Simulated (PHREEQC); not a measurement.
Make-up at 25 °C: 0.3 mol/kgw HCl, 0.00015 mol/kgw CuSO4 and 0.0043 mol/kgw Na2SO4. Closed to the air; pH follows from the charge balance.

The numbers come from PHREEQC with the ion-association model, wateq4f.dat.

The ionic strength comes out as 0.305 mol/kgw. What activity coefficients do HSO4-, Cl-, NaSO4-, H+, SO4-2 get?

HSO4- 0.70, Cl- 0.68, NaSO4- 0.72, H+ 0.78, SO4-2 0.25.

No solid was allowed to form.
